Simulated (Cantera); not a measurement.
Cantera run:

```python
import numpy as np
import cantera as ct

gas_names = """
    N NO NO2 NO3 N2 N2O O O2 O3 Si SiN SiO SiO2 Si2 Si2N Si3
""".split()
cond_names = """
    Si(cr) Si(L) SiO2(Lqz) SiO2(hqz) SiO2(L) Si2N2O(s) Si3N4(a)
""".split()


# ... load() reads the species with a 1 bar reference pressure and builds the phases ...
atoms = {
    'Si': {'Si': 1},
    'N2O': {'N': 2, 'O': 1},
    'N2': {'N': 2},
    'O2': {'O': 2},
}
top_T = {'Si2N2O(s)': 2100, 'Si3N4(a)': 2400}  # K; cautious upper limits of use, not melting points


# ... equilibrate(T, P, feed) seeds the gas with the atoms and calls Mixture.equilibrate('TP', solver="vcs", rtol=1e-11, max_steps=5000) ...
results = []
feed = {'Si': 1, 'N2O': 0.63, 'N2': 560, 'O2': 0.0037}  # mol
T = 2100  # K
P = 6600  # Pa
mix = equilibrate(T, P, feed)
results.append((T, P, feed, dict(zip(mix.species_names, mix.species_moles))))
x = sorted(zip(gas.X, gas.species_names), reverse=True)
print(f"T = {T:g} K  P = {P:g} Pa  gas = {mix.phase_moles(0):.4g} mol")
print("   x: " + "  ".join(f"{s} {v:.3e}" for v, s in x if v > 0.001))
print("   condensed (mol): " + ("  ".join(f"{mix.phase(i).name} {mix.phase_moles(i):.4g}"
      for i in range(1, mix.n_phases) if mix.phase_moles(i) > 1e-12) or "none"))
```

Result:

```
T = 2100 K  P = 6600 Pa  gas = 561.6 mol
   x: N2 9.982e-01  SiO 1.135e-03
   condensed (mol): none
```

Cantera equilibrium calculation (NASA polynomials, part measured and part estimated; ideal gas, pure solids and liquids). The tables' values for SiN are old estimates; treat these amounts as uncertain.
